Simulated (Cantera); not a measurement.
An isothermal, constant-pressure homogeneous reactor starts with H₂ : O₂ = 0.0069 : 1 (molar parts), at 1075 K and 5.10 Torr.

Cantera simulation using the H2/O2 subset of GRI-Mech 3.0, which has no nitrogen chemistry; the numbers are that mechanism's predictions, not measurements. Radical loss at walls, strong at low pressure, is not modelled.

One state of this run: x H₂ = 1.48e-7; x O₂ = 0.993; x O = 3.82e-5; x H₂O₂ = 2.50e-9; x OH = 2.96e-5; x H₂O = 0.00686; x H = 1.60e-7. x: mole fraction; the columns are a selection and need not sum to one.

Question: Which value of t (s) does it belong to?
(A) 0.455
(B) 31.3
(C) 0.00663
(D) 10.9

Answer: D, 10.9
